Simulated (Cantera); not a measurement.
A Cantera script and its output.

```python
import numpy as np
import cantera as ct

gas = ct.Solution("gri30.yaml")
gas.TPX = 1200, 100000, {'CH4': 1, 'CO2': 0.87, 'H2': 0.37}
reactor = ct.IdealGasConstPressureReactor(gas, energy="off", clone=False)
net = ct.ReactorNet([reactor])
net.rtol, net.atol = 1e-08, 1e-18
show = ['CH4', 'CO2', 'H2', 'CH2', 'CH3']
times = np.geomspace(0.0001, 200, 12)

steps = ct.SolutionArray(gas, extra=["t"])
rows = []
print(f"{'t/s':>10s}{'T/K':>9s}{'P/Pa':>11s}" + "".join(f"{s:>11s}" for s in show))
for t in times:
    while net.time < t:
        t_next = net.step()
        steps.append(gas.state, t=t_next)
    rows.append([np.interp(t, steps.t, y) for y in (steps.T, steps.P, *steps(*show).X.T)])
    print(f"{t:10.3e}{rows[-1][0]:9.1f}{rows[-1][1]:11.4g}" + "".join(f"{x:11.3e}" for x in rows[-1][2:]))
rate = np.gradient(steps.T, steps.t)
print("integrator steps:", len(steps.t))
if steps.T.max() > steps.T[0] + 200:
    print(f"time of steepest temperature rise: {steps.t[rate.argmax()]:.4e} s")
gas.TPX = 1200, 100000, {'CH4': 1, 'CO2': 0.87, 'H2': 0.37}
gas.equilibrate("TP")
print(f"equilibrium (TP): T = {gas.T:.1f} K  " + "  ".join(f"{s} {gas[s].X[0]:.3e}" for s in show))
```

Output:

```
       t/s      T/K       P/Pa        CH4        CO2         H2        CH2        CH3
 1.000e-04   1200.0      1e+05  4.464e-01  3.884e-01  1.652e-01  1.867e-17  1.834e-08
 3.740e-04   1200.0      1e+05  4.464e-01  3.884e-01  1.652e-01  2.608e-16  6.858e-08
 1.398e-03   1200.0      1e+05  4.464e-01  3.884e-01  1.652e-01  3.544e-15  2.527e-07
 5.230e-03   1200.0      1e+05  4.464e-01  3.884e-01  1.652e-01  3.446e-14  7.882e-07
 1.956e-02   1200.0      1e+05  4.464e-01  3.884e-01  1.652e-01  7.484e-14  1.162e-06
 7.313e-02   1200.0      1e+05  4.464e-01  3.884e-01  1.652e-01  7.970e-14  1.199e-06
 2.735e-01   1200.0      1e+05  4.464e-01  3.883e-01  1.651e-01  9.377e-14  1.300e-06
 1.023e+00   1200.0      1e+05  4.462e-01  3.881e-01  1.650e-01  1.250e-13  1.501e-06
 3.824e+00   1200.0      1e+05  4.457e-01  3.869e-01  1.644e-01  1.459e-13  1.615e-06
 1.430e+01   1200.0      1e+05  4.434e-01  3.826e-01  1.622e-01  1.635e-13  1.683e-06
 5.348e+01   1200.0      1e+05  4.352e-01  3.660e-01  1.540e-01  2.276e-13  1.870e-06
 2.000e+02   1200.0      1e+05  4.059e-01  3.083e-01  1.266e-01  5.129e-13  2.281e-06
integrator steps: 648
equilibrium (TP): T = 1200.0 K  CH4 3.390e-02  CO2 4.564e-04  H2 5.283e-01  CH2 2.425e-14  CH3 1.767e-07
```

Cantera simulation using GRI-Mech 3.0 (53 species, 325 reactions); the numbers are that mechanism's predictions, not measurements.
